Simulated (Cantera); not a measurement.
A closed system holds: 1 mol Si, 0.033 mol O2, 20 mol N2, at 0.660 Torr.

Method: chemical equilibrium by Gibbs-energy minimisation in Cantera with the NASA 1993 tables (ideal gas, pure condensed phases). Candidate condensed phases: Si, SiO2, Si2N2O, Si3N4; 16 gas species. N2 is the only nitrogen source here; it is nearly inert below about 1500 K, so the nitride shown seldom forms there in practice. Mutual solubility and eutectic melting of coexisting phases are not modelled. Kinetics and transport are ignored.

Q: Which condensed phases are stable at each of these points (T (°C)): 1102, 1127, 1152, 1177, 1202, 1227, 1252, 1277, 1302, 1327?

A: 
```tsv
T (°C)	condensed phases	Si condensed (%)
1102	Si2N2O(s) + Si3N4(s)	100.0
1127	Si2N2O(s) + Si3N4(s)	100.0
1152	Si2N2O(s) + Si3N4(s)	99.9
1177	Si2N2O(s) + Si3N4(s)	99.9
1202	Si2N2O(s) + Si3N4(s)	99.7
1227	Si2N2O(s) + Si3N4(s)	99.3
1252	Si2N2O(s) + Si3N4(s)	98.5
1277	Si2N2O(s) + Si3N4(s)	96.8
1302	Si2N2O(s) + Si3N4(s)	93.4
1327	Si3N4(s)	93.3
```

From 1102 °C to 1302 °C the condensed part is Si2N2O(s) + Si3N4(s). At 1327 °C the condensed part is Si3N4(s).
